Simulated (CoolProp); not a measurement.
Vapour-liquid equilibrium of R114 (1) + benzene (2) at 330.9 K; x and y are mole fractions of (1).

The numbers come from the multi-fluid Helmholtz-energy mixture model, Platzer 1990 and Thol 2012; pair parameters Bell 2016 in CoolProp. This equation is an older, rougher fit; its heat capacities, sound speeds and derivatives of the liquid may be far off and weren't checked against measurements.

```
x     bubble pressure, mixture model (bar)  bubble pressure, Raoult's law (bar)  y, mixture model  y, Raoult's law
----  ------------------------------------  -----------------------------------  ----------------  ---------------
0.05                                 1.142                               0.7319             0.588            0.374
0.15                                 2.100                                1.231             0.787            0.667
0.25                                 2.737                                1.730             0.846            0.791
0.35                                 3.189                                2.230             0.875            0.859
0.45                                 3.543                                2.729             0.894            0.903
0.55                                 3.854                                3.228             0.911            0.933
0.65                                 4.159                                3.727             0.926            0.955
0.75                                 4.482                                4.227             0.943            0.971
0.85                                 4.842                                4.726             0.963            0.985
0.95                                 5.249                                5.225             0.986            0.995
```

The largest gap from Raoult's law is +70.6 % in bubble pressure, at x = 0.15. No azeotrope shows between x = 0.05 and 0.95.

Pair parameters are fitted to limited data, so mixtures are less certain than the pure fluids. With so large a gap from Raoult's law the liquid may split in two, which this calculation doesn't test in full.
